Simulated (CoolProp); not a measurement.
Vapour-liquid equilibrium of propane (1) + c-C4F8 (RC318) (2) at 1.41 MPa; x and y are mole fractions of (1).

Computed with CoolProp (multi-fluid Helmholtz-energy mixture model, Lemmon 2009 and Platzer 1990; pair parameters Bell 2016). This equation is an older, rougher fit; its heat capacities, sound speeds and derivatives of the liquid may be far off and weren't checked against measurements.

```csv
x,"bubble temperature, mixture model (°C)","bubble temperature, Raoult's law (°C)","y, mixture model","y, Raoult's law"
0.05,76.5,79.3,0.124,0.110
0.2,62.0,71.2,0.412,0.376
0.35,52.6,64.1,0.582,0.572
0.5,47.1,57.9,0.684,0.718
0.65,43.7,52.3,0.760,0.829
0.8,41.7,47.2,0.838,0.915
0.95,41.0,42.7,0.948,0.981
```

The largest gap from Raoult's law is -11.5 K in bubble temperature, at x = 0.35. y crosses x between x = 0.8 and 0.95: the model has an azeotrope there.

The pair parameters rest on a limited set of measurements; away from them the model extrapolates.
